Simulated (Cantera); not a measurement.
Equilibrium for hydrogen reduction and annealing atmospheres: FeS + H2 + H2O

Input: 1 mol FeS, 2.1 mol H2, 0.23 mol H2O, at 677 °C and 20.0 mbar.

Method: chemical equilibrium by Gibbs-energy minimisation in Cantera with the NASA 1993 tables (ideal gas, pure condensed phases). Candidate condensed phases: Fe, FeO, Fe(OH)2, Fe(OH)3, FeS, FeSO4, FeS2, Fe2O3, Fe2(SO4)3, Fe3O4, H2O, H2SO4, S; 22 gas species. FeS: taken at fixed stoichiometry. Kinetics and transport are ignored.

```
Quantity                                     Value
-------------------------------------  -----------
x(H2)                                        0.901
x(H2O)                                      0.0987
x(H2S)                                    0.000655
n(Fe(α))                               0.00153 mol
n(FeS(s))                                0.998 mol
gas amount                               2.330 mol
log10 activity of S(l) (absent)              -5.74
log10 activity of Fe(OH)2(s) (absent)        -7.57
log10 activity of Fe(OH)3(s) (absent)       -14.08
```
